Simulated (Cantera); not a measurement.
Mixture: 9.57 % CH4, 11.5 % H2, 16.6 % O2, 62.4 % N2, equivalence ratio 1.5, at 28.0 bar, adiabatic and at constant volume. Ignition delay is the time to a rise of 400 K.

Cantera simulation using GRI-Mech 3.0 (53 species, 325 reactions); the numbers are that mechanism's predictions, not measurements. The pressure lies above the range GRI-Mech 3.0 was tuned for (to about 10 atm).

**Question.** Predict: delay at 1198 K; delay at 1248 K; delay at 1298 K; delay at 1348 K; delay at 1398 K; delay at 1448 K; delay at 1498 K; apparent activation energy between 1398 and 1498 K.

**Answer.** 
| Item | Result |
|---|---|
| delay at 1198 K | 0.137 ms |
| delay at 1248 K | 66.1 µs |
| delay at 1298 K | 35.7 µs |
| delay at 1348 K | 21.5 µs |
| delay at 1398 K | 14.2 µs |
| delay at 1448 K | 9.95 µs |
| delay at 1498 K | 7.30 µs |
| apparent activation energy between 1398 and 1498 K | 120 kJ/mol |
